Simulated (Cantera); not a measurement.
An adiabatic, constant-pressure homogeneous reactor starts with CH₄ : C₂H₆ : O₂ : N₂ = 1 : 0.23 : 5.1 : 19.2 (molar parts), at 1523 K and 5.80 bar. Integrator tolerance rtol = 1e-08.

Model: GRI-Mech 3.0 (53 species, 325 reactions), integrated in Cantera.

### Question
What does this change do: initial temperature 1523 to 950 K?

### Answer
| quantity | before | after |
|---|---|---|
| time of steepest temperature rise | 36.9 µs | 0.151 s |
| temperature at 3.00 s | 2537 K | 2098 K |
| equilibrium temperature | 2537 K | 2098 K |
| x(CH₄) at 3.00 s | <1e-12 (gas-phase equilibrium <1e-12) | <1e-12 (gas-phase equilibrium <1e-12) |
| x(C₂H₆) at 3.00 s | <1e-12 (gas-phase equilibrium <1e-12) | <1e-12 (gas-phase equilibrium <1e-12) |
| x(O₂) at 3.00 s | 0.0809 (gas-phase equilibrium 0.0809) | 0.0860 (gas-phase equilibrium 0.0860) |
| x(CH₂O) at 3.00 s | 8.35e-12 (gas-phase equilibrium 8.35e-12) | <1e-12 (gas-phase equilibrium <1e-12) |
| x(CO) at 3.00 s | 0.00348 (gas-phase equilibrium 0.00348) | 0.000233 (gas-phase equilibrium 0.000233) |
| x(HCO) at 3.00 s | 1.08e-9 (gas-phase equilibrium 1.08e-9) | 4.65e-12 (gas-phase equilibrium 4.65e-12) |
Below about 1000 K GRI-Mech 3.0 lacks low-temperature oxidation paths.
